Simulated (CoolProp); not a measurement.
A closed Brayton cycle with carbon dioxide: compressor inlet 330.15 K and 9.5 MPa, high pressure 21 MPa, turbine inlet 885 K, compressor efficiency 0.89, turbine efficiency 0.93, recuperator effectiveness 0.95 (on enthalpy, no pinch check). Each further row changes one setting.

Values from CoolProp's reference Helmholtz-energy equation of state, Span 1996.

```tsv
case	thermal efficiency (%)	net work (kJ/kg)	compressor to turbine work	compressor exit (K)	turbine exit (K)
as stated	38.4	82.1	0.31	392.0	781.7
turbine inlet 835 K	36.7	(withheld)	(withheld)	392.0	(withheld)
compressor inlet 340.15 K	(withheld)	76.8	0.35	408.0	781.7
high pressure 17.8 MPa	36.7	67.2	(withheld)	(withheld)	802.7
recuperator effectiveness 0.5	19.5	82.1	0.31	392.0	781.7
```

Problem. What belongs in the gaps?

Solution. 
- turbine inlet 835 K, net work (kJ/kg): 74.8
- turbine inlet 835 K, compressor to turbine work: 0.33
- turbine inlet 835 K, turbine exit (K): 735.4
- compressor inlet 340.15 K, thermal efficiency (%): 37.8
- high pressure 17.8 MPa, compressor to turbine work: 0.29
- high pressure 17.8 MPa, compressor exit (K): 378.9
